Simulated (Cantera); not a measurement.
An adiabatic, constant-volume homogeneous reactor starts with 5.17 % C3H8, 19.9 % O2, 74.9 % N2, at 1425 K and 9.87 atm.

Detailed kinetics in Cantera: GRI-Mech 3.0 (53 species, 325 reactions). GRI-Mech 3.0 was tuned for natural gas; its chemistry of propane as a main component is partial and can be far from experiment. Above 3000 K some thermodynamic fits are extrapolated.

One state of this run: T (K) = 3167; P (bar) = 25.2; x C3H8 = <1e-12; x O2 = 0.00374; x CH2 = 1.52e-11; x H2 = 0.0340; x CH4 = 6.15e-12; x OH = 0.0142; x CH2O = 3.15e-8. x: mole fraction; the columns are a selection and need not sum to one.

### Question
Which value of t (s) does it belong to?
A. 2.90e-6
B. 2.44e-5
C. 8.42e-6
D. 0.000206

### Answer
D, 0.000206
